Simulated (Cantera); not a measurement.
Feed: 1 mol SiHCl3, 0.4 mol C2H2, 2.3 mol H2, held at 2673 K and 120 Pa.

These are equilibrium values from Cantera (NASA tables, ideal gas, pure condensed phases), not measurements of a reactor. Candidate condensed phases: C, C6H6, C7H8, C8H18, Si, SiC; 109 gas species. The tables' values for SiCl are old estimates; treat these amounts as uncertain. Equilibrium is a limit: real reactors are often held back by kinetics, nucleation or transport.

Base state: H 0.451, Cl 0.258, H2 0.0929, Si 0.0773, HCl 0.0762, SiC2 0.0319, C3 0.00511, C2H2 (acetylene) 0.00199 (mole fractions); condensed: C(graphite).

### Question
What changes in the equilibrium state with this change: temperature from 2673 K to 1775 K?

### Answer
```json
[
 {"species": "HCl", "before": "0.0762", "after": "0.532"},
 {"species": "H2", "before": "0.0929", "after": "0.409"},
 {"species": "SiCl2", "before": "0.000471", "after": "0.0476"},
 {"species": "H", "before": "0.451", "after": "0.00534"},
 {"species": "SiC2", "before": "0.0319", "after": "4.93e-7"},
 {"species": "Si", "before": "0.0773", "after": "3.92e-5"},
 {"species": "Cl", "before": "0.258", "after": "0.00534"},
 {"species": "C3", "before": "0.00511", "after": "<1e-9"},
 {"species": "C", "before": "0.00128", "after": "<1e-9"},
 {"species": "C(graphite), mol", "before": "0.0168", "after": "0.0288"},
 {"species": "SiC(s), mol", "before": "0", "after": "0.771"}
]
```
The tables' values for SiCl3, SiCl are old estimates; treat these amounts as uncertain.
